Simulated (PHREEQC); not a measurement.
Make-up at 65 °C: 0.0047 mol CuSO4, 0.00094 mol H2SO4 and 0.14 mol Na2SO4 per kg of water. Closed to the air; pH follows from the charge balance.

All values are PHREEQC results (ion-association model, wateq4f.dat), not measurements.

This is a speciation only: nothing precipitates in the calculation.

**Question.** Predict the pH, activity of water.

**Answer.** pH 3.73; activity of water 0.993.

**Question.** In which forms is Cu present?

**Answer.** CuSO4 58 %, Cu+2 42 % of the Cu.

Species that the database lacks are ignored. Constants without temperature data keep their 25 °C values here.
